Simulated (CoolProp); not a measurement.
Vapour-liquid equilibrium of CH3F (R41) (1) + chloromethane (R40) (2) at -36.25 °C; x and y are mole fractions of (1).

Values from CoolProp's multi-fluid Helmholtz-energy mixture model, Lemmon 2006 and Thol 2014; pair parameters Bell 2016.

```json
[
 {"x": "0.05", "bubble pressure (kPa)": "91.73", "y at the bubble point": "0.395", "dew pressure at overall composition x (kPa)": "60.37", "liquid density (mol/L)": "20.45"},
 {"x": "0.125", "bubble pressure (kPa)": "142.5", "y at the bubble point": "0.634", "dew pressure at overall composition x (kPa)": "65.23", "liquid density (mol/L)": "20.68"},
 {"x": "0.2", "bubble pressure (kPa)": "192.2", "y at the bubble point": "0.746", "dew pressure at overall composition x (kPa)": "70.92", "liquid density (mol/L)": "20.92"},
 {"x": "0.275", "bubble pressure (kPa)": "240.4", "y at the bubble point": "0.811", "dew pressure at overall composition x (kPa)": "77.70", "liquid density (mol/L)": "21.15"},
 {"x": "0.35", "bubble pressure (kPa)": "286.9", "y at the bubble point": "0.854", "dew pressure at overall composition x (kPa)": "85.89", "liquid density (mol/L)": "21.38"},
 {"x": "0.425", "bubble pressure (kPa)": "331.7", "y at the bubble point": "0.885", "dew pressure at overall composition x (kPa)": "96.01", "liquid density (mol/L)": "21.60"},
 {"x": "0.5", "bubble pressure (kPa)": "374.8", "y at the bubble point": "0.908", "dew pressure at overall composition x (kPa)": "108.8", "liquid density (mol/L)": "21.82"},
 {"x": "0.575", "bubble pressure (kPa)": "416.7", "y at the bubble point": "0.927", "dew pressure at overall composition x (kPa)": "125.5", "liquid density (mol/L)": "22.03"},
 {"x": "0.65", "bubble pressure (kPa)": "457.7", "y at the bubble point": "0.942", "dew pressure at overall composition x (kPa)": "148.1", "liquid density (mol/L)": "22.24"},
 {"x": "0.725", "bubble pressure (kPa)": "498.5", "y at the bubble point": "0.956", "dew pressure at overall composition x (kPa)": "180.4", "liquid density (mol/L)": "22.43"},
 {"x": "0.8", "bubble pressure (kPa)": "539.8", "y at the bubble point": "0.968", "dew pressure at overall composition x (kPa)": "230.4", "liquid density (mol/L)": "22.62"},
 {"x": "0.875", "bubble pressure (kPa)": "582.4", "y at the bubble point": "0.980", "dew pressure at overall composition x (kPa)": "316.0", "liquid density (mol/L)": "22.80"},
 {"x": "0.95", "bubble pressure (kPa)": "627.2", "y at the bubble point": "0.992", "dew pressure at overall composition x (kPa)": "480.5", "liquid density (mol/L)": "22.96"}
]
```

No azeotrope shows between x = 0.05 and 0.95.

Pair parameters are fitted to limited data, so mixtures are less certain than the pure fluids.
